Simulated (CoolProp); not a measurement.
Vapour-liquid equilibrium of CH2F2 (R32) (1) + R152A (2) at 25.9 kPa; x and y are mole fractions of (1).

Model: multi-fluid Helmholtz-energy mixture model, Tillner-Roth 1997 and Outcalt 1996; pair parameters Bell 2016, in CoolProp.

```csv
x,bubble temperature (°C),y at the bubble point,dew temperature at overall composition x (°C),liquid density (mol/L)
0.05,?,0.186,-51.7,16.48
0.125,-57.1,0.386,-52.8,16.99
0.2,-59.9,0.527,-53.9,17.52
0.275,-62.2,0.630,-55.1,18.05
0.35,-64.3,0.708,-56.4,18.60
0.425,-66.1,0.769,-57.8,19.18
0.5,-67.6,0.818,-59.3,19.77
0.575,-69.1,0.859,-60.9,20.39
0.65,-70.3,0.893,-62.7,21.03
0.725,-71.5,0.921,?,21.71
0.8,?,0.946,-67.0,22.43
0.875,-73.6,0.968,-69.7,23.18
0.95,-74.6,0.988,-72.8,?
```

### Question
Complete the blanks.

### Answer

- 0.05, bubble temperature (°C): -53.7
- 0.725, dew temperature at overall composition x (°C): -64.8
- 0.8, bubble temperature (°C): -72.6
- 0.95, liquid density (mol/L): 23.97

No azeotrope shows between x = 0.05 and 0.95.

The pair parameters rest on a limited set of measurements; away from them the model extrapolates.
